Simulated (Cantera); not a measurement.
Equilibrium for nitride etching: Si₃N₄ + H₂ + CH₄

Charge: 1 mol Si₃N₄, 18 mol H₂, 0.023 mol CH₄, equilibrated at 570 Torr.

Cantera equilibrium calculation (NASA polynomials, part measured and part estimated; ideal gas, pure solids and liquids). Candidate condensed phases: C, C₆H₆, C₇H₈, C₈H₁₈, Si, SiC, Si₃N₄; 105 gas species. Mutual solubility and eutectic melting of coexisting phases are not modelled. The tables' values for SiN are old estimates; treat these amounts as uncertain. Gases not in the tables: Si₂H₆ and higher silanes. The numbers say what is thermodynamically allowed, not how fast it happens.

```tsv
T (K)	x H₂	x N₂	x H	x HCN	x Si	n Si(l)	n SiC(s)	n Si₃N₄(s)
1723	0.997	0.00311	0.000209	3.85e-6	1.29e-6	0.0615	0.0227	0.972
1773	0.992	0.00741	0.000325	9.78e-6	2.80e-6	0.179	0.0226	0.933
1823	0.983	0.0168	0.000493	2.35e-5	5.82e-6	0.439	0.0223	0.846
1873	0.963	0.0363	0.000726	5.37e-5	1.16e-5	0.999	0.0217	0.659
1923	0.923	0.0755	0.00104	0.000116	2.23e-5	2.19	0.0203	0.262
1973	0.899	0.0996	0.00147	0.000196	4.15e-5	2.98	0.0185	0
2023	0.898	0.0995	0.00206	0.000287	7.49e-5	2.98	0.0164	0
2073	0.897	0.0994	0.00286	0.000413	0.000131	2.98	0.0135	0
2123	0.896	0.0992	0.00389	0.000583	0.000224	2.98	0.00948	0
2173	0.894	0.0990	0.00523	0.000810	0.000372	2.98	0.00391	0
```
x: gas mole fraction; n: condensed amount in mol.

From 1723 K to 1923 K the condensed part is Si(l) + SiC(s) + Si₃N₄(s). From 1973 K to 2173 K the condensed part is Si(l) + SiC(s). The main Si-bearing gas is SiH₂ at 1723 K and Si at 2173 K.
